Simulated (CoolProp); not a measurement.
R142b along the isobar 44.6 bar: fugacity coefficient from the reference equation and from simpler models built on Tc = 137.1 °C, pc = 40.55 bar, ω = 0.232; each cubic takes its own stable root.

Values from CoolProp's reference Helmholtz-energy equation of state, Lemmon 2006. It is a short technical equation, of lower accuracy than the large ones.

| T (°C) | phase | reference | van der Waals | Redlich-Kwong | Soave-Redlich-Kwong | Peng-Robinson |
|---|---|---|---|---|---|---|
| 113.45 | liquid | 0.4645 | 0.5604 | 0.4999 | 0.4795 | 0.4614 |
| 123.95 | liquid | 0.5288 | 0.6015 | 0.5549 | 0.5434 | 0.5232 |
| 134.35 | liquid | 0.5927 | 0.6407 | 0.6073 | 0.6051 | 0.5828 |
| 144.75 | supercritical | 0.6490 | 0.6765 | 0.6530 | 0.6573 | 0.6333 |
| 155.15 | supercritical | 0.6834 | (withheld) | 0.6831 | 0.6906 | 0.6658 |
| 165.55 | supercritical | 0.7109 | (withheld) | (withheld) | 0.7177 | (withheld) |
| 176.05 | supercritical | 0.7348 | (withheld) | (withheld) | 0.7416 | 0.7162 |
| 186.45 | supercritical | 0.7556 | 0.7565 | 0.7474 | 0.7628 | 0.7373 |
| 196.85 | supercritical | 0.7743 | 0.7708 | 0.7644 | 0.7818 | 0.7563 |

**Question.** Complete the blanks.

**Answer.** 
- 155.15, van der Waals: 0.7027
- 165.55, van der Waals: 0.7230
- 165.55, Redlich-Kwong: 0.7073
- 165.55, Peng-Robinson: 0.6926
- 176.05, van der Waals: 0.7407
- 176.05, Redlich-Kwong: 0.7286
